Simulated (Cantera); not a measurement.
Feed: 1 mol CF4, 1.3 mol CH4, equilibrated at 2523 K and 19.0 Pa.

Equilibrium computed with Cantera from the NASA thermochemical tables; the gas is ideal and each condensed phase is pure. Candidate condensed phases: C, C6H6, C7H8, C8H18; 95 gas species. Kinetics and transport are ignored.

Base state: HF 0.723, H 0.229, F 0.0285, H2 0.0129, C3 0.00373, C 0.00120, CF 0.000997, C2 0.000345 (mole fractions); condensed: C(graphite).

Problem. What changes in the equilibrium state with this change: CH4 from 1.3 to 0.045 mol?

Solution. 
```json
[
 {"species": "F", "before": "0.0285", "after": "0.903"},
 {"species": "HF", "before": "0.723", "after": "0.0450"},
 {"species": "CF", "before": "0.000997", "after": "0.0316"},
 {"species": "H", "before": "0.229", "after": "0.000449"},
 {"species": "H2", "before": "0.0129", "after": "4.96e-8"},
 {"species": "CF2", "before": "1.49e-5", "after": "0.0150"},
 {"species": "C2H2 (acetylene)", "before": "0.000154", "after": "<1e-9"},
 {"species": "C2H", "before": "0.000205", "after": "4.03e-7"},
 {"species": "C", "before": "0.00120", "after": "0.00120"},
 {"species": "C2", "before": "0.000345", "after": "0.000345"},
 {"species": "C(graphite), mol", "before": "2.22", "after": "0.808"}
]
```

Problem. What changes in the equilibrium state with this change: temperature from 2523 K to 2948.15 K?

Solution. 
```tsv
species	before	after
H	0.229	0.403
F	0.0285	0.258
HF	0.723	0.195
C	0.00120	0.0626
C2	0.000345	0.0141
C3	0.00373	0.0544
CF	0.000997	0.0104
H2	0.0129	0.00171
C4	2.54e-6	6.13e-5
C2H2 (acetylene)	0.000154	1.37e-5
C5	1.23e-5	0.000127
CH	2.15e-6	1.75e-5
CF2	1.49e-5	3.84e-5
C(graphite), mol	2.22	0
```
